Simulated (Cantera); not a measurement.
Input: 1 mol Al, 0.54 mol N₂O, 230 mol H₂, at 850 K and 47.0 Pa.

Method: chemical equilibrium by Gibbs-energy minimisation in Cantera with the NASA 1993 tables (ideal gas, pure condensed phases). Candidate condensed phases: Al, AlN, Al₂O₃, H₂O; 35 gas species. Kinetics and transport are ignored.

Problem. What is the equilibrium state?

Solution. 
```json
{
 "x(H₂)": "0.999",
 "x(N₂)": "0.000956",
 "n(AlN(s))": "0.640 mol",
 "n(Al₂O₃(s))": "0.180 mol",
 "gas_amount": "230.2 mol",
 "log10 activity of Al(s) (absent)": "-10.87"
}
```
